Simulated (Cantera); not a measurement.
Standard-state values (1 bar) from the NASA 1993 polynomials, evaluated with Cantera. Values are per mole of reaction as written; species without (g) are pure solids or liquids, kept so even where they would boil at 1 bar. TaC: taken at fixed stoichiometry.

3 C2H4(g) + 6 TaC → 2 C6H6(g) + 6 Ta

| T (K) | ΔH° (kJ) | ΔS° (J/K) | ΔG° (kJ) | log10 K |
|---|---|---|---|---|
| 350 | 871.1 | -130.4 | 916.8 | -136.81 |
| 550 | [?] | [?] | [?] | [?] |
| 750 | 864.7 | -144.0 | 972.7 | -67.74 |
| 950 | [?] | [?] | [?] | [?] |
| 1150 | 864.8 | -143.9 | 1030.3 | -46.80 |
| 1350 | 864.9 | -143.9 | 1059.1 | -40.98 |
| 1550 | 864.6 | -144.1 | 1087.9 | -36.66 |
| 1750 | [?] | [?] | [?] | [?] |
| 1950 | 862.5 | -145.3 | 1145.8 | -30.69 |
| 2150 | [?] | [?] | [?] | [?] |

**Question.** What belongs in the gaps?

**Answer.** 
- 550, ΔH° (kJ): 866.4
- 550, ΔS° (J/K): -141.2
- 550, ΔG° (kJ): 944.1
- 550, log10 K: -89.66
- 950, ΔH° (kJ): 864.6
- 950, ΔS° (J/K): -144.1
- 950, ΔG° (kJ): 1001.5
- 950, log10 K: -55.07
- 1750, ΔH° (kJ): 863.8
- 1750, ΔS° (J/K): -144.6
- 1750, ΔG° (kJ): 1116.8
- 1750, log10 K: -33.33
- 2150, ΔH° (kJ): 860.7
- 2150, ΔS° (J/K): -146.1
- 2150, ΔG° (kJ): 1174.9
- 2150, log10 K: -28.54
